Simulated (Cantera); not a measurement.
A diamond (100) surface in a fixed gas of H2 with x(CH4) = 0.0062, x(H) = 0.023, at 1050 K, 0.270 bar; coverages are run to steady state.

Cantera simulation using the Harris–Goodwin 1993 mechanism for the reconstructed diamond (100) surface; the numbers are that mechanism's predictions, not measurements.

θ: site fractions in the mechanism's names (c6HH fully hydrogenated, c6H* and c6*H radical sites, c6** diradical, c6HM methylated).

```csv
x(CH3),growth (µm/h),θ c6HH,θ c6H*,θ c6*H,θ c6**,θ c6HM
1e-06,0.179,0.552,0.0243,0.409,0.0139,1.95e-5
2.4e-06,0.429,0.552,0.0243,0.409,0.0139,4.68e-5
5.5e-06,___,0.552,0.0243,0.409,0.0139,___
1.3e-05,2.32,0.552,0.0243,0.409,0.0139,0.000253
3.1e-05,5.53,0.552,0.0242,0.409,0.0139,0.000604
7.2e-05,12.8,0.551,0.0242,0.409,0.0139,0.00140
0.00017,30.2,0.550,0.0242,0.407,0.0139,0.00330
0.0004,70.5,0.546,0.0240,0.405,0.0137,0.00770
0.00094,___,0.539,0.0236,0.399,0.0134,___
```

### Question
Complete the blanks.

### Answer

- 5.5e-06, growth (µm/h): 0.982
- 5.5e-06, θ c6HM: 0.000107
- 0.00094, growth (µm/h): 163
- 0.00094, θ c6HM: 0.0178
